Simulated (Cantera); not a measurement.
A perfectly stirred reactor is fed with CH4 : H2 : H = 0.038 : 1 : 0.0034 (molar parts), at 0.190 bar; it is held at 2023 K, and followed from long to short residence time.

Cantera simulation using GRI-Mech 3.0 (53 species, 325 reactions); the numbers are that mechanism's predictions, not measurements. GRI-Mech 3.0 stops at C3 and has no aromatics, soot or wall deposition, so with more carbon than oxygen in the feed, carbon stays in small species such as C2H2 where larger ones or solid carbon would form.

One state of this run: x CH4 = 0.0320; x H2 = 0.962; x H = 0.00300; x C2H2 = 0.00107; x CH3 = 0.00194. x: mole fraction; the columns are a selection and need not sum to one.

Problem. Which value of τ (s) does it belong to?
(A) 0.0054
(B) 0.00036
(C) 4.5
(D) 0.0014

Solution. B, 0.00036
